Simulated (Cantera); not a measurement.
A Cantera script and what it prints.

```python
import numpy as np
import cantera as ct

gas_names = """
    C CO CO2 C2 C2O C3 C3O2 C4 C5 Cu CuO Cu2 O O2 O3
""".split()
cond_names = """
    C(gr) Cu(cr) Cu(L) CuO(s) Cu2O(s) Cu2O(L)
""".split()


# ... load() reads the species with a 1 bar reference pressure and builds the phases ...
atoms = {
    'Cu2O': {'Cu': 2, 'O': 1},
    'CO': {'C': 1, 'O': 1},
}
top_T = {'C(gr)': 4500, 'CuO(s)': 1390}  # K; cautious upper limits of use, not melting points


# ... equilibrate(T, P, feed) seeds the gas with the atoms and calls Mixture.equilibrate('TP', solver="vcs", rtol=1e-11, max_steps=5000) ...
results = []
T = 925  # K
P = 1100  # Pa
for m in [1.1, 1.3, 1.7, 2.1, 2.6, 3.2, 4, 5, 6.3, 7.8]:
    feed = {'Cu2O': 1, 'CO': m}  # mol
    mix = equilibrate(T, P, feed)
    results.append((T, P, feed, dict(zip(mix.species_names, mix.species_moles))))

top = {s: max(r[3][s] / sum(r[3][g] for g in gas_names) for r in results) for s in gas_names}
cols = sorted((s for s in top if top[s] > 1e-06), key=lambda s: -top[s])[:9]
seen = [c for c in cond_names if any(r[3].get(c, 0) > 1e-12 for r in results)]
print("log10 of partial pressures in bar; condensed amounts in mol")
print(f"{'n(CO)':>10s}" + "".join(f"{s[:9]:>10s}" for s in cols + seen))
for T, P, feed, n in results:
    ng = sum(n[g] for g in gas_names)
    print(f"{feed['CO']:10.4g}" + "".join(f"{np.log10(max(n[s] / ng * P / 1e5, 1e-99)):10.3f}" for s in cols)
          + "".join(f"{n.get(c, 0):10.4g}" for c in seen))
```

It prints:

```
log10 of partial pressures in bar; condensed amounts in mol
     n(CO)       CO2        CO    Cu(cr)
       1.1    -2.000    -3.000         2
       1.3    -2.073    -2.595         2
       1.7    -2.189    -2.344         2
       2.1    -2.281    -2.239         2
       2.6    -2.374    -2.169         2
       3.2    -2.464    -2.121         2
         4    -2.561    -2.084         2
         5    -2.658    -2.056         2
       6.3    -2.758    -2.034         2
       7.8    -2.851    -2.018         2
```

These are equilibrium values from Cantera (NASA tables, ideal gas, pure condensed phases), not measurements of a reactor.
